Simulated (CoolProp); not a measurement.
Vapour-liquid equilibrium of R21 (1) + ethanol (2) at 122.35 °C; x and y are mole fractions of (1).

The numbers come from the multi-fluid Helmholtz-energy mixture model, Platzer 1990 and Schroeder 2014; pair parameters Bell 2016 in CoolProp. This equation is an older, rougher fit; its heat capacities, sound speeds and derivatives of the liquid may be far off and weren't checked against measurements.

```
x      bubble pressure, mixture model (bar)  bubble pressure, Raoult's law (bar)  y, mixture model  y, Raoult's law
-----  ------------------------------------  -----------------------------------  ----------------  ---------------
0.05                                  9.644                                5.385             0.512            0.191
0.125                                 14.78                                6.582             0.679            0.390
0.2                                   17.59                                7.780             0.731            0.528
0.275                                 18.90                                8.978             0.751            0.630
0.35                                  19.41                                10.18             0.760            0.707
0.425                                 19.62                                11.37             0.763            0.768
0.5                                   19.78                                12.57             0.767            0.818
0.575                                 19.99                                13.77             0.773            0.858
0.65                                  20.28                                14.97             0.784            0.893
0.725                                 20.62                                16.16             0.803            0.922
0.8                                   20.92                                17.36             0.833            0.947
0.875                                 21.08                                18.56             0.877            0.969
0.95                                  20.92                                19.76             0.941            0.988
```

The largest gap from Raoult's law is +126.1 % in bubble pressure, at x = 0.2. y crosses x between x = 0.875 and 0.95: the model has an azeotrope there.

Pair parameters are fitted to limited data, so mixtures are less certain than the pure fluids. With so large a gap from Raoult's law the liquid may split in two, which this calculation doesn't test in full.
